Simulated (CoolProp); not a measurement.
Vapour-liquid equilibrium of R125 (1) + R236FA (2) at 3.52 bar; x and y are mole fractions of (1).

Computed with CoolProp (multi-fluid Helmholtz-energy mixture model, Lemmon 2005 and Pan 2012; pair parameters Bell 2016).

Problem. Give the bubble temperature and the first vapour's composition at x = 0.575, 0.65, 0.875. Is there an azeotrope?

Solution. x = 0.575: 267.9 K, y = 0.880; x = 0.65: 265.0 K, y = 0.911; x = 0.875: 257.7 K, y = 0.976. No azeotrope shows between x = 0.05 and 0.95.

The pair parameters rest on a limited set of measurements; away from them the model extrapolates.
